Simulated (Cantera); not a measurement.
Feed: 1 mol n-butane, 0.045 mol NH₃, 0.18 mol N₂, equilibrated at 2948.15 K and 1 atm.

Cantera equilibrium calculation (NASA polynomials, part measured and part estimated; ideal gas, pure solids and liquids). Candidate condensed phases: C, C₆H₆, C₇H₈, C₈H₁₈; 92 gas species. The numbers say what is thermodynamically allowed, not how fast it happens.

Base state: H₂ 0.787, H 0.118, C₂H₂ (acetylene) 0.0420, HCN 0.0239, N₂ 0.0218, HNC 0.00433, C₂H 0.00101, C₄H₂ 0.000935 (mole fractions); condensed: C(graphite).

Problem. What changes in the equilibrium state with this change: N₂ from 0.18 to 7.4 mol?

Solution. 
```csv
species,before,after
N₂,0.0218,0.528
H₂,0.787,0.295
H,0.118,0.0725
HCN,0.0239,0.0721
HNC,0.00433,0.0130
C₂H₂ (acetylene),0.0420,0.0158
C₂N₂,1.65e-5,0.000400
CH₄,5.17e-5,7.28e-6
CN,0.000353,0.00174
C₃H₃ (propargyl),1.60e-5,3.67e-6
CH₃,0.000125,2.87e-5
"C(graphite), mol",3.33,2.41
```
